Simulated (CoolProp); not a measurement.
c-C4F8 (RC318) at 256.42 K and 0.039 MPa is throttled through a valve to 0.00302 MPa with no heat exchange. Each further row changes one setting.

The numbers come from the reference Helmholtz-energy equation of state, Platzer 1990 in CoolProp. This equation is an older, rougher fit.

```json
[
 {"case": "as stated", "temperature change (K)": "-0.8", "final density (kg/m³)": "0.285"},
 {"case": "outlet pressure 0.000906 MPa", "temperature change (K)": "-0.9", "final density (kg/m³)": "0.0853"},
 {"case": "outlet pressure 0.00393 MPa", "temperature change (K)": "-0.8", "final density (kg/m³)": "0.371"}
]
```
